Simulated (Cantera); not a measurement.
A closed system holds: 1 mol SiH2Cl2, 620 mol H2, held at 2050 K and 1.00 bar.

Cantera equilibrium calculation (NASA polynomials, part measured and part estimated; ideal gas, pure solids and liquids). Candidate condensed phases: Si; 19 gas species. Gases not in the tables: Si2H6 and higher silanes. Kinetics and transport are ignored.

Base state: H2 0.994, HCl 0.00315, H 0.00226, SiH2 0.000139, Si 7.73e-5, SiH 4.66e-5, SiCl2 2.26e-5 (mole fractions); condensed: Si(l).

Q: What changes in the equilibrium state with this change: H2 from 620 to 20 mol?

A: 
```tsv
species	before	after
H2	0.994	0.918
HCl	0.00315	0.0675
SiCl2	2.26e-5	0.0112
SiCl3	1.39e-8	0.000153
SiHCl3	1.23e-9	1.30e-5
SiH2Cl2	3.26e-8	1.49e-5
Si(l), mol	0.816	0.740
```
The tables' values for SiCl3, SiCl are old estimates; treat these amounts as uncertain.

Q: What changes in the equilibrium state with this change: pressure from 1.00 bar to 0.110 bar?

A: 
```
species      before     after
----------  -------  --------
H2            0.994     0.989
H           0.00226   0.00680
HCl         0.00315   0.00312
Si          7.73e-5  0.000703
SiH         4.66e-5  0.000140
SiCl        5.75e-6   1.72e-5
Si(l), mol    0.816     0.349
```
The tables' values for SiCl are old estimates; treat these amounts as uncertain.
